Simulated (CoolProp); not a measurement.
Vapour-liquid equilibrium of propane (1) + dimethyl ether (2) at 4.2 bar; x and y are mole fractions of (1).

Computed with CoolProp (multi-fluid Helmholtz-energy mixture model, Lemmon 2009 and Wu 2011; pair parameters Bell 2016).

```
x     bubble temperature, mixture model (°C)  bubble temperature, Raoult's law (°C)  y, mixture model  y, Raoult's law
----  --------------------------------------  -------------------------------------  ----------------  ---------------
0.05                                    11.0                                   12.6             0.119            0.082
0.15                                     6.8                                   10.5             0.296            0.231
0.25                                     3.8                                    8.6             0.421            0.364
0.35                                     1.6                                    6.7             0.516            0.482
0.45                                    -0.1                                    4.8             0.594            0.588
0.55                                    -1.5                                    3.1             0.662            0.682
0.65                                    -2.5                                    1.4             0.727            0.767
0.75                                    -3.2                                   -0.2             0.794            0.842
0.85                                    -3.7                                   -1.7             0.866            0.910
0.95                                    -4.0                                   -3.2             0.951            0.972
```

The largest gap from Raoult's law is -5.1 K in bubble temperature, at x = 0.35. No azeotrope shows between x = 0.05 and 0.95.

The pair parameters rest on a limited set of measurements; away from them the model extrapolates.
